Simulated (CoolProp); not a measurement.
Vapour-liquid equilibrium of CHF3 (R23) (1) + R143a (2) at 259.8 K; x and y are mole fractions of (1).

Computed with CoolProp (multi-fluid Helmholtz-energy mixture model, Penoncello 2003 and Lemmon and Jacobsen 2000; pair parameters Bell 2016).

### Question
Give the bubble pressure and the first vapour's composition at x = 0.35, 0.575, 0.95. Is there an azeotrope?

### Answer
x = 0.35: 809.8 kPa, y = 0.644; x = 0.575: 1112 kPa, y = 0.815; x = 0.95: 1633 kPa, y = 0.981. No azeotrope shows between x = 0.05 and 0.95.

Pair parameters are fitted to limited data, so mixtures are less certain than the pure fluids.
